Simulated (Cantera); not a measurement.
# Adiabatic ignition

An adiabatic, constant-pressure homogeneous reactor starts with C₂H₄ : O₂ : N₂ : CO₂ = 1 : 2.73 : 10.3 : 0.04 (molar parts), at 1498 K and 0.296 atm.

Model: GRI-Mech 3.0 (53 species, 325 reactions), integrated in Cantera. GRI-Mech 3.0 was tuned for natural gas; its chemistry of ethylene as a main component is partial and can be far from experiment.

| t (s) | T (K) | x C₂H₄ | x O₂ | x CH₂CO | x C₂H₂ | x CH₂ | x NO |
|---|---|---|---|---|---|---|---|
| 5.00e-6 | 1498 | 0.0711 | 0.194 | 3.02e-9 | 1.85e-6 | <1e-12 | <1e-12 |
| 1.52e-5 | 1498 | 0.0711 | 0.194 | 5.43e-8 | 5.62e-6 | <1e-12 | <1e-12 |
| 4.60e-5 | 1498 | 0.0710 | 0.194 | 1.06e-5 | 1.89e-5 | 3.62e-10 | <1e-12 |
| 0.000140 | 2501 | <1e-12 | 0.0297 | <1e-12 | <1e-12 | 1.79e-12 | 7.57e-5 |
| 0.000423 | 2562 | <1e-12 | 0.0270 | <1e-12 | <1e-12 | <1e-12 | 0.000445 |
| 0.00128 | 2667 | <1e-12 | 0.0247 | <1e-12 | <1e-12 | <1e-12 | 0.00189 |
| 0.00389 | 2731 | <1e-12 | 0.0219 | <1e-12 | <1e-12 | <1e-12 | 0.00610 |
| 0.0118 | 2731 | <1e-12 | 0.0206 | <1e-12 | <1e-12 | <1e-12 | 0.00947 |
| 0.0358 | 2731 | <1e-12 | 0.0206 | <1e-12 | <1e-12 | <1e-12 | 0.00968 |
| 0.109 | 2731 | <1e-12 | 0.0206 | <1e-12 | <1e-12 | <1e-12 | 0.00968 |
| 0.330 | 2731 | <1e-12 | 0.0206 | <1e-12 | <1e-12 | <1e-12 | 0.00968 |
| 1.00 | 2731 | <1e-12 | 0.0206 | <1e-12 | <1e-12 | <1e-12 | 0.00968 |
x: mole fraction; the columns are a selection and need not sum to one.

| Item | Value |
|---|---|
| time of steepest temperature rise | 0.107 ms |
| temperature at 1.00 s | 2731 K |
| equilibrium temperature | 2731 K |
| x(C₂H₄) at 1.00 s | <1e-12 (gas-phase equilibrium <1e-12) |
| x(O₂) at 1.00 s | 0.0206 (gas-phase equilibrium 0.0206) |
| x(CH₂CO) at 1.00 s | <1e-12 (gas-phase equilibrium <1e-12) |
